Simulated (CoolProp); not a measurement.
Vapour-liquid equilibrium of R1234yf (1) + R227EA (2) at 41.05 °C; x and y are mole fractions of (1).

The numbers come from the multi-fluid Helmholtz-energy mixture model, Lemmon 2022 and Lemmon 2016; pair parameters Bell 2016 in CoolProp.

Give the bubble pressure and the first vapour's composition at x = 0.2, 0.5, 0.725. Is there an azeotrope?

x = 0.2: 787.7 kPa, y = 0.250; x = 0.5: 882.8 kPa, y = 0.568; x = 0.725: 954.9 kPa, y = 0.775. No azeotrope shows between x = 0.05 and 0.95.

Pair parameters are fitted to limited data, so mixtures are less certain than the pure fluids.
